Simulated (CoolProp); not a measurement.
Computed with CoolProp (reference Helmholtz-energy equation of state, Thol 2019).

For n-pentane, give the phase and the cp (kJ/(kg K)), cv (kJ/(kg K)), viscosity (µPa s), Prandtl number at 403.2 K and 5.32 bar; 403.2 K and 78.2 bar.


- 403.2 K and 5.32 bar: gas; cp 2.24, cv 2.05, viscosity 8.77, Prandtl number 0.727
- 403.2 K and 78.2 bar: liquid; cp 2.81, cv 2.15, viscosity 75.8, Prandtl number 2.44

Viscosity comes from a separate model (Quiñones-Cisneros 2006), older than the equation that it now runs on, and unchecked against measurements. Thermal conductivity comes from a separate model (Vassiliou 2015).
